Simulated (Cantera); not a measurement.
A perfectly stirred reactor is fed with CH4 : O2 : N2 = 1 : 1.43 : 8.86 (molar parts), at 1.00 bar; it is adiabatic with a 773 K inlet, and is followed from long to short residence time, starting on the burning branch (τ in s: 0.048, 0.023, 0.011, 0.0052, 0.0025, 0.0012, 0.00057, 0.00027, 0.00013, 6.1e-05, 2.9e-05, 1.4e-05, 6.6e-06).

Model: GRI-Mech 3.0 (53 species, 325 reactions), integrated in Cantera.

One state of this run: T (K) = 1893; x CH4 = 0.00141; x O2 = 0.00273; x NO2 = 1.43e-9; x NO = 6.97e-5; x HCN = 0.000154; x C2H4 = 4.91e-5. x: mole fraction; the columns are a selection and need not sum to one.

Which value of τ (s) does it belong to?
A. 0.0025
B. 0.011
C. 6.1e-5
D. 0.0052

A, 0.0025
